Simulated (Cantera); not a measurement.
## NO annealing gas

An isothermal, constant-pressure homogeneous reactor starts with NO : N2 = 1 : 0.13 (molar parts), at 1850 K and 30000 Pa.

Model: GRI-Mech 3.0 (53 species, 325 reactions), integrated in Cantera.

```json
[
 {"t (s)": "2.00e-5", "x NO": "0.885", "x N2": "0.115", "x O": "1.55e-6", "x N2O": "1.68e-6", "x NO2": "1.39e-7", "x O2": "2.94e-9"},
 {"t (s)": "4.85e-5", "x NO": "0.885", "x N2": "0.115", "x O": "3.35e-6", "x N2O": "4.05e-6", "x NO2": "7.49e-7", "x O2": "1.62e-8"},
 {"t (s)": "0.000118", "x NO": "0.885", "x N2": "0.115", "x O": "6.41e-6", "x N2O": "9.74e-6", "x NO2": "3.61e-6", "x O2": "8.62e-8"},
 {"t (s)": "0.000285", "x NO": "0.885", "x N2": "0.115", "x O": "1.03e-5", "x N2O": "2.31e-5", "x NO2": "1.43e-5", "x O2": "4.60e-7"},
 {"t (s)": "0.000691", "x NO": "0.885", "x N2": "0.115", "x O": "1.56e-5", "x N2O": "5.33e-5", "x NO2": "4.43e-5", "x O2": "2.76e-6"},
 {"t (s)": "0.00168", "x NO": "0.885", "x N2": "0.115", "x O": "2.55e-5", "x N2O": "0.000115", "x NO2": "0.000111", "x O2": "2.03e-5"},
 {"t (s)": "0.00406", "x NO": "0.884", "x N2": "0.115", "x O": "3.72e-5", "x N2O": "0.000212", "x NO2": "0.000194", "x O2": "0.000138"},
 {"t (s)": "0.00985", "x NO": "0.883", "x N2": "0.116", "x O": "4.30e-5", "x N2O": "0.000298", "x NO2": "0.000230", "x O2": "0.000596"},
 {"t (s)": "0.0239", "x NO": "0.881", "x N2": "0.117", "x O": "4.58e-5", "x N2O": "0.000319", "x NO2": "0.000247", "x O2": "0.00184"},
 {"t (s)": "0.0579", "x NO": "0.875", "x N2": "0.120", "x O": "5.00e-5", "x N2O": "0.000314", "x NO2": "0.000274", "x O2": "0.00488"},
 {"t (s)": "0.140", "x NO": "0.860", "x N2": "0.127", "x O": "5.87e-5", "x N2O": "0.000301", "x NO2": "0.000328", "x O2": "0.0122"},
 {"t (s)": "0.340", "x NO": "0.825", "x N2": "0.145", "x O": "7.50e-5", "x N2O": "0.000273", "x NO2": "0.000420", "x O2": "0.0293"},
 {"t (s)": "0.825", "x NO": "0.749", "x N2": "0.183", "x O": "0.000102", "x N2O": "0.000219", "x NO2": "0.000541", "x O2": "0.0674"},
 {"t (s)": "2.00", "x NO": "0.601", "x N2": "0.257", "x O": "0.000139", "x N2O": "0.000137", "x NO2": "0.000614", "x O2": "0.141"}
]
```
x: mole fraction; the columns are a selection and need not sum to one.

Equilibrium at this temperature and pressure: NO 0.00597, N2 0.554, O 0.000235, N2O 1.57e-7, NO2 1.07e-5, O2 0.439 (gas phase only).
